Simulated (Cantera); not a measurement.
Cantera with NASA thermochemical tables; ideal gases at 1 bar, condensed phases pure. Values are per mole of reaction as written; species without (g) are pure solids or liquids, kept so even where they would boil at 1 bar.

S + 2 SF6(g) = 3 SF4(g), with ΔH° = 151.5 kJ and ΔS° = 283.9 J/K at 300 K.

Q: How far is the shortcut ΔG° ≈ ΔH°(300 K) − T·ΔS°(300 K) from the full temperature-dependent value at 650, 725, 800, 875, 950 K?

A: 
```tsv
T (K)	shortcut (kJ)	full (kJ)	difference (kJ)	difference in log10 K	condensed phases
650	-33.0	-31.6	-1.5	0.12	S(l)
725	-54.3	-52.1	-2.3	0.16	S(l)
800	-75.6	-72.4	-3.2	0.21	S(l)
875	-96.9	-92.7	-4.2	0.25	S(l)
950	-118.2	-112.9	-5.3	0.29	S(l)
```
The shortcut ignores heat capacities and the phase changes listed.
